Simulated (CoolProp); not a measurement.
Methanol along the isobar 0.149 MPa: fugacity coefficient from the reference equation and from simpler models built on Tc = 240.2 °C, pc = 8.216 MPa, ω = 0.565; each cubic takes its own stable root.

Computed with CoolProp (reference Helmholtz-energy equation of state, de Reuck 1993).

```
T (°C)   phase  reference
------  ------  ---------
11.05   liquid    0.05261
23.75   liquid     0.1054
36.45   liquid     0.1979
49.25   liquid     0.3524
61.95   liquid     0.5937
87.45      gas     0.9664
100.15     gas     0.9730
112.95     gas     0.9777
125.65     gas     0.9812
138.35     gas     0.9840
151.15     gas     0.9863
163.85     gas     0.9882
176.65     gas     0.9897
189.35     gas     0.9910
202.05     gas     0.9921
```

**Question.** How far does each simpler model (van der Waals, Redlich-Kwong, Soave-Redlich-Kwong, Peng-Robinson) lie from the reference over these 15 states: mean and median of the absolute difference, and the worst?

**Answer.** 
- van der Waals: mean 216.1 %, median 1.2 %, worst +1761.1 % at 11.05 °C and 0.149 MPa
- Redlich-Kwong: mean 134.0 %, median 0.9 %, worst +763.0 % at 11.05 °C and 0.149 MPa
- Soave-Redlich-Kwong: mean 4.1 %, median 0.6 %, worst -21.8 % at 11.05 °C and 0.149 MPa
- Peng-Robinson: mean 2.2 %, median 0.5 %, worst -13.4 % at 11.05 °C and 0.149 MPa

At some of these states van der Waals, Redlich-Kwong gives the other phase, because its saturation line lies elsewhere.
